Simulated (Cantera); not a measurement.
# FeCl2 + H2 + N2 (halide evaporation, hydrolysis and transport)

Feed: 1 mol FeCl2, 0.28 mol H2, a varied amount of N2, equilibrated at 1802 °C and 440 Pa.

Cantera equilibrium calculation (NASA polynomials, part measured and part estimated; ideal gas, pure solids and liquids). Candidate condensed phases: Fe, FeCl2, FeCl3, NH4Cl; 18 gas species. Kinetics and transport are ignored.

```csv
n(N2) (mol),log p N2,log p FeCl2,log p HCl,log p Fe,log p H2,log p Cl,log p H,log p FeCl
0.28,-3.16,-2.70,-3.08,-3.33,-3.59,-3.99,-4.37,-5.13
0.52,-2.95,-2.76,-3.13,-3.38,-3.67,-4.00,-4.41,-5.18
0.96,-2.77,-2.85,-3.20,-3.44,-3.79,-4.01,-4.47,-5.26
1.8,-2.63,-2.99,-3.31,-3.54,-3.96,-4.03,-4.56,-5.38
3.3,-2.53,-3.17,-3.45,-3.66,-4.19,-4.06,-4.67,-5.52
6.1,-2.46,-3.39,-3.63,-3.80,-4.47,-4.10,-4.81,-5.71
11,-2.42,-3.63,-3.83,-3.96,-4.78,-4.14,-4.96,-5.90
21,-2.39,-3.93,-4.07,-4.13,-5.13,-4.20,-5.14,-6.14
39,-2.38,-4.25,-4.31,-4.30,-5.48,-4.28,-5.31,-6.38
```
log p: log10 of the partial pressure in bar; nothing condenses.

From 0.28 mol N2 to 39 mol N2 nothing is condensed. The main Fe-bearing gas is FeCl2 throughout.
